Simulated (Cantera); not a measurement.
What does this Cantera script print?

```python
import numpy as np
import cantera as ct

gas_names = """
    F F2 N NF NF2 NF3 N2 Si SiF SiF2 SiF3 SiF4 SiN Si2 Si2N Si3
""".split()
cond_names = """
    Si(cr) Si(L) Si3N4(a)
""".split()


def load(file, names, dense=False):
    # The tables refer to 1 bar. Condensed volumes are neglected.
    table = {s.name: s for s in ct.Species.list_from_file(file)}
    out = []
    for n in names:
        d = dict(table[n].input_data)
        d["thermo"] = dict(d["thermo"], **{"reference-pressure": 1e5})
        if dense:
            d["equation-of-state"] = {"model": "constant-volume", "density": "1e6 g/cm^3"}
        out.append(ct.Species.from_dict(d))
    return out


gas = ct.Solution(thermo="ideal-gas", species=load("nasa_gas.yaml", gas_names))
cond = {s.name: ct.Solution(thermo="fixed-stoichiometry", species=[s], name=s.name)
        for s in load("nasa_condensed.yaml", cond_names, dense=True)}
atoms = {
    'SiF4': {'Si': 1, 'F': 4},
    'N2': {'N': 2},
}
top_T = {'Si3N4(a)': 2400}  # K; cautious upper limits of use, not melting points


def equilibrate(T, P, feed):
    n = {}
    for name, mol in feed.items():
        for a, k in atoms[name].items():
            n[a] = n.get(a, 0.0) + k * mol
    gas.TPX = T, P, n
    mass = sum(n.values()) * gas.mean_molecular_weight
    gas.equilibrate("TP")
    valid = [c for c in cond.values() if c.min_temp <= T <= top_T.get(c.name, c.max_temp)]
    mix = ct.Mixture([(gas, mass / gas.mean_molecular_weight)] + [(c, 0.0) for c in valid])
    mix.T, mix.P = T, P
    mix.equilibrate("TP", solver="vcs", rtol=1e-11, max_steps=5000)
    return mix


results = []
feed = {'SiF4': 1, 'N2': 2.3}  # mol
P = 26  # Pa
for T in [1823, 1848, 1873, 1898, 1923, 1948, 1973, 1998]:
    mix = equilibrate(T, P, feed)
    results.append((T, P, feed, dict(zip(mix.species_names, mix.species_moles))))

top = {s: max(r[3][s] / sum(r[3][g] for g in gas_names) for r in results) for s in gas_names}
cols = sorted((s for s in top if top[s] > 1e-06), key=lambda s: -top[s])[:8]
seen = [c for c in cond_names if any(r[3].get(c, 0) > 1e-12 for r in results)]
print("log10 of partial pressures in bar; condensed amounts in mol")
print(f"{'T/K':>10s}" + "".join(f"{s[:9]:>10s}" for s in cols + seen))
for T, P, feed, n in results:
    ng = sum(n[g] for g in gas_names)
    print(f"{T:10.4g}" + "".join(f"{np.log10(max(n[s] / ng * P / 1e5, 1e-99)):10.3f}" for s in cols)
          + "".join(f"{n.get(c, 0):10.4g}" for c in seen))
```

Result:

```
log10 of partial pressures in bar; condensed amounts in mol
       T/K        N2      SiF4         F      SiF3      SiF2
      1823    -3.742    -4.105    -6.578    -6.579    -9.499
      1848    -3.742    -4.106    -6.460    -6.461    -9.277
      1873    -3.743    -4.107    -6.345    -6.347    -9.060
      1898    -3.743    -4.108    -6.234    -6.236    -8.849
      1923    -3.743    -4.109    -6.126    -6.128    -8.644
      1948    -3.743    -4.110    -6.020    -6.023    -8.444
      1973    -3.744    -4.112    -5.917    -5.922    -8.250
      1998    -3.744    -4.115    -5.818    -5.823    -8.060
```

Equilibrium computed with Cantera from the NASA thermochemical tables; the gas is ideal and each condensed phase is pure. The tables' values for SiF3, SiF2 are old estimates; treat these amounts as uncertain.
